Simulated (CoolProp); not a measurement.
Vapour pressure (bar) of cis-2-butene: the reference equation beside estimates from Tc = 162.6 °C, pc = 42.36 bar, ω = 0.202. Clausius-Clapeyron is anchored at -18.75 °C with a constant enthalpy of vaporisation of 24.42 kJ/mol.

Model: reference Helmholtz-energy equation of state, Lemmon 2005, in CoolProp. It is a short technical equation, of lower accuracy than the large ones.

```csv
T (°C),reference,Lee-Kesler,Clausius-Clapeyron
-23.35,0.3162,0.3105,0.3180
-18.75,0.3933,0.3870,0.3933
-14.25,0.4827,0.4759,0.4807
-9.65,0.5902,0.5830,0.5860
-5.15,0.7128,0.7055,0.7067
-0.55,0.8582,0.8510,0.8502
3.95,1.022,1.015,1.013
8.45,1.209,1.204,1.200
13.05,1.427,1.423,1.419
17.55,1.669,1.666,1.663
22.15,1.947,1.947,1.947
26.65,2.253,2.255,2.260
31.25,2.601,2.607,2.621
35.75,2.981,2.991,3.016
40.35,3.410,3.425,3.468
```

Absolute difference from the reference over all 15 rows, mean and median: Lee-Kesler 0.7 and 0.4 %, Clausius-Clapeyron 0.7 and 0.7 %.
